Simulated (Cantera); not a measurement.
An isothermal, constant-pressure homogeneous reactor starts with CH4 : H2 = 1 : 16 (molar parts), at 1650 K and 10.00 Torr. Integrator tolerance rtol = 1e-08.

Detailed kinetics in Cantera: GRI-Mech 3.0 (53 species, 325 reactions). GRI-Mech 3.0 stops at C3 and has no aromatics, soot or wall deposition, so with more carbon than oxygen in the feed, carbon stays in small species such as C2H2 where larger ones or solid carbon would form. Radical loss at walls, strong at low pressure, is not modelled.

Task: What does this change do: CH4 1 to 0.77 parts?

Result: 
```
quantity                                              before                                      after
-----------------  -----------------------------------------  -----------------------------------------
x(CH4) at 10.0 s    0.00459 (gas-phase equilibrium 0.000413)   0.00448 (gas-phase equilibrium 0.000370)
x(H2) at 10.0 s          0.969 (gas-phase equilibrium 0.971)        0.975 (gas-phase equilibrium 0.977)
x(C2H4) at 10.0 s    2.57e-5 (gas-phase equilibrium 2.57e-5)    2.03e-5 (gas-phase equilibrium 2.04e-5)
x(CH3) at 10.0 s     7.22e-5 (gas-phase equilibrium 6.74e-6)    7.02e-5 (gas-phase equilibrium 6.03e-6)
x(H) at 10.0 s     0.000751 (gas-phase equilibrium 0.000781)  0.000752 (gas-phase equilibrium 0.000783)
x(CH2) at 10.0 s     5.36e-8 (gas-phase equilibrium 5.33e-9)    5.19e-8 (gas-phase equilibrium 4.75e-9)
```
